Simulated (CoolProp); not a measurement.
n-pentane along the isotherm 159.85 °C: Z from the reference equation and from simpler models built on Tc = 196.5 °C, pc = 33.68 bar, ω = 0.251; each cubic takes its own stable root.

Computed with CoolProp (reference Helmholtz-energy equation of state, Thol 2019).

| p (bar) | phase | reference |
|---|---|---|
| 9.35 | gas | 0.8595 |
| 28.1 | liquid | 0.1250 |
| 37.4 | liquid | 0.1634 |
| 46.8 | liquid | 0.2014 |
| 56.1 | liquid | 0.2383 |
| 65.5 | liquid | 0.2750 |
| 74.8 | liquid | 0.3109 |
| 84.2 | liquid | 0.3467 |

How far does each simpler model (van der Waals, Redlich-Kwong, Soave-Redlich-Kwong, Peng-Robinson) lie from the reference over these 8 states: mean and median of the absolute difference, and the worst?


- van der Waals: mean 48.0 %, median 51.9 %, worst +65.1 % at 159.85 °C and 28.1 bar
- Redlich-Kwong: mean 15.5 %, median 16.2 %, worst +23.5 % at 159.85 °C and 28.1 bar
- Soave-Redlich-Kwong: mean 12.4 %, median 13.3 %, worst +18.0 % at 159.85 °C and 28.1 bar
- Peng-Robinson: mean 1.6 %, median 1.0 %, worst +4.6 % at 159.85 °C and 28.1 bar
